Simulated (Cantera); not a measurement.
A closed system holds: 1 mol FeCl2, 0.47 mol H2, held at 1748.15 K and 0.700 bar.

Method: chemical equilibrium by Gibbs-energy minimisation in Cantera with the NASA 1993 tables (ideal gas, pure condensed phases). Candidate condensed phases: Fe, FeCl2, FeCl3; 11 gas species. Equilibrium is a limit: real reactors are often held back by kinetics, nucleation or transport.

Base state: FeCl2 0.532, HCl 0.292, H2 0.174, Fe2Cl4 0.00161, FeCl3 0.000216, Cl 0.000148, H 0.000114, Fe 1.93e-5 (mole fractions); condensed: Fe(δ).

### Question
What changes in the equilibrium state with this change: FeCl2 replaced by LiCl?

### Answer
```csv
species,before,after
LiCl,0,0.599
H2,0.174,0.338
Li2Cl2,0,0.0598
FeCl2,0.532,0
HCl,0.292,0.00136
Fe2Cl4,0.00161,0
Li,0,0.00133
"Fe(δ), mol",0.215,0
```
Further candidate phases: Li, LiCl, LiH.
